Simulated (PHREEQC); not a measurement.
Consider water at 10 °C with 0.016 mol/kgw NaHSO4. Closed to the air; pH follows from the charge balance.

Equilibrium calculation in PHREEQC: ion-association model, wateq4f.dat.

Precipitation was switched off in this run.

Predict the pH, ionic strength.

pH 2.01; ionic strength 0.0379 mol/kgw.

In which forms is S present?

SO4-2 68 %, HSO4- 29 %, NaSO4- 2.4 % of the S.

Species that the database lacks are ignored. Constants without temperature data keep their 25 °C values here.
